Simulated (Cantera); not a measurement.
Cantera run:

```python
import numpy as np
import cantera as ct

gas_names = """
    C CO CO2 C2 C2O C3 C3O2 C4 C5 O O2 O3 Si SiC SiC2 SiO SiO2 Si2 Si2C Si3
""".split()
cond_names = """
    C(gr) Si(cr) Si(L) SiC(b) SiO2(Lqz) SiO2(hqz) SiO2(L)
""".split()


# ... load() reads the species with a 1 bar reference pressure and builds the phases ...
atoms = {
    'SiO2': {'Si': 1, 'O': 2},
    'C': {'C': 1},
    'CO': {'C': 1, 'O': 1},
}
top_T = {'C(gr)': 4500, 'SiC(b)': 3050}  # K; cautious upper limits of use, not melting points


# ... equilibrate(T, P, feed) seeds the gas with the atoms and calls Mixture.equilibrate('TP', solver="vcs", rtol=1e-11, max_steps=5000) ...
results = []
feed = {'SiO2': 1, 'C': 2.7, 'CO': 0.019}  # mol
P = 810000  # Pa
for T in [1225, 1275, 1325, 1375, 1425, 1475, 1525, 1575, 1625, 1675, 1725, 1775]:
    mix = equilibrate(T, P, feed)
    results.append((T, P, feed, dict(zip(mix.species_names, mix.species_moles))))

top = {s: max(r[3][s] / sum(r[3][g] for g in gas_names) for r in results) for s in gas_names}
cols = sorted((s for s in top if top[s] > 1e-06), key=lambda s: -top[s])[:9]
seen = [c for c in cond_names if any(r[3].get(c, 0) > 1e-12 for r in results)]
print("log10 of partial pressures in bar; condensed amounts in mol")
print(f"{'T/K':>10s}" + "".join(f"{s[:9]:>10s}" for s in cols + seen))
for T, P, feed, n in results:
    ng = sum(n[g] for g in gas_names)
    print(f"{T:10.4g}" + "".join(f"{np.log10(max(n[s] / ng * P / 1e5, 1e-99)):10.3f}" for s in cols)
          + "".join(f"{n.get(c, 0):10.4g}" for c in seen))
```

Output:

```
log10 of partial pressures in bar; condensed amounts in mol
       T/K        CO       CO2       SiO     C(gr) SiO2(hqz)   SiO2(L)
      1225     0.868    -0.138   -12.182     2.702         1         0
      1275     0.886    -0.383   -11.059     2.701         1         0
      1325     0.895    -0.622   -10.016     2.701         1         0
      1375     0.901    -0.851    -9.047       2.7         1         0
      1425     0.904    -1.067    -8.145       2.7         1         0
      1475     0.906    -1.269    -7.306       2.7         1         0
      1525     0.907    -1.459    -6.522       2.7         1         0
      1575     0.907    -1.637    -5.789       2.7         1         0
      1625     0.908    -1.803    -5.102       2.7         1         0
      1675     0.908    -1.960    -4.457       2.7         1         0
      1725     0.908    -2.107    -3.855       2.7         0         1
      1775     0.908    -2.245    -3.292       2.7         0         1
```

These are equilibrium values from Cantera (NASA tables, ideal gas, pure condensed phases), not measurements of a reactor. The tables hold silica as quartz up to 1696 K and as liquid above; real silica turns to tridymite and cristobalite and melts near 1996 K.
